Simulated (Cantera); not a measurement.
A closed system holds: 1 mol B2O3, 2.2 mol BCl3, 6.3 mol O2, 66 mol HCl, at 4.60 mbar.

Method: chemical equilibrium by Gibbs-energy minimisation in Cantera with the NASA 1993 tables (ideal gas, pure condensed phases). Candidate condensed phases: B, B2O3, B3O3H3, H2O; 33 gas species. The tables' values for BOCl are old estimates; treat these amounts as uncertain. Rates play no part. All values below are at 1650 °C.

Base state: HCl 0.650, Cl 0.227, H2O 0.0525, HBO2 0.0409, O2 0.0185, B2O3 0.00294, OH 0.00210, BOCl 0.00207 (mole fractions); condensed: gas only.

**Question.** What changes in the equilibrium state with this change: O2 from 6.3 to 15 mol?

**Answer.** 
```
species    before     after
-------  --------  --------
HCl         0.650     0.535
Cl          0.227     0.248
O2         0.0185    0.0979
H2O        0.0525    0.0684
HBO2       0.0409    0.0379
ClO       3.35e-5   8.43e-5
O        0.000725   0.00167
BO        2.14e-5   1.14e-5
H2       0.000898  0.000508
OH        0.00210   0.00363
```
